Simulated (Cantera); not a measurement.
An adiabatic, constant-pressure homogeneous reactor starts with CH3OH : O2 : N2 = 1 : 2.68 : 10.1 (molar parts), equivalence ratio 0.56, at 1275 K and 100000 Pa.

Cantera simulation using GRI-Mech 3.0 (53 species, 325 reactions); the numbers are that mechanism's predictions, not measurements. GRI-Mech 3.0 was tuned for natural gas; its chemistry of methanol as a main component is partial and can be far from experiment.

Problem. Predict: time of steepest temperature rise; temperature at 1.00 s; equilibrium temperature; x(O2) at 1.00 s; x(O) at 1.00 s; x(NO) at 1.00 s.

Solution. 
| Property | Value |
|---|---|
| time of steepest temperature rise | 3.52 ms |
| temperature at 1.00 s | 2362 K |
| equilibrium temperature | 2362 K |
| x(O2) at 1.00 s | 0.0768 (gas-phase equilibrium 0.0768) |
| x(O) at 1.00 s | 0.00197 (gas-phase equilibrium 0.00197) |
| x(NO) at 1.00 s | 0.0102 (gas-phase equilibrium 0.0102) |
